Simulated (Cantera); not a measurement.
Charge: 1 mol B2O3, 1.6 mol NH3, 130 mol N2, held at 1350 K and 260 Pa.

These are equilibrium values from Cantera (NASA tables, ideal gas, pure condensed phases), not measurements of a reactor. Candidate condensed phases: B, BN, B2O3, B3O3H3, H2O; 39 gas species. Mutual solubility and eutectic melting of coexisting phases are not modelled. The numbers say what is thermodynamically allowed, not how fast it happens.

Base state: N2 0.981, H2 0.0177, HBO2 0.000482, B2O3 0.000270, HBO 8.22e-5, H2O 2.01e-5 (mole fractions); condensed: BN(s) + B2O3(l).

Q: What changes in the equilibrium state with this change: B2O3 replaced by BCl3?

A: 
```json
[
 {"species": "N2", "before": "0.981", "after": "0.971"},
 {"species": "HCl", "before": "0", "after": "0.0223"},
 {"species": "H2", "before": "0.0177", "after": "0.00671"},
 {"species": "HBO2", "before": "0.000482", "after": "0"},
 {"species": "B2O3", "before": "0.000270", "after": "0"},
 {"species": "HBO", "before": "8.22e-5", "after": "0"},
 {"species": "H2O", "before": "2.01e-5", "after": "0"},
 {"species": "BN(s), mol", "before": "0.0191", "after": "1.000"},
 {"species": "B2O3(l), mol", "before": "0.916", "after": "0"}
]
```
Further candidate phases: NH4Cl.

Q: What changes in the equilibrium state with this change: B2O3 replaced by B2H6?

A: 
```tsv
species	before	after
N2	0.981	0.960
H2	0.0177	0.0399
HBO2	0.000482	0
B2O3	0.000270	0
HBO	8.22e-5	0
H2O	2.01e-5	0
BN(s), mol	0.0191	2.00
B2O3(l), mol	0.916	0
```
The feed counts by its element totals alone.
